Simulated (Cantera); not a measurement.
Input: 1 mol CCl₄, 0.012 mol CH₄, held at 100000 Pa.

Cantera equilibrium calculation (NASA polynomials, part measured and part estimated; ideal gas, pure solids and liquids). Candidate condensed phases: C, C₆H₆, C₇H₈, C₈H₁₈; 91 gas species. The tables' values for CCl are old estimates; treat these amounts as uncertain. Rates play no part.

Question: At 3298 K, list the 4 most abundant gas species with their mole fractions, and the condensed phases.

Answer: Cl 0.976, HCl 0.0109, C₃ 0.00555, Cl₂ 0.00410. Condensed: C(graphite).
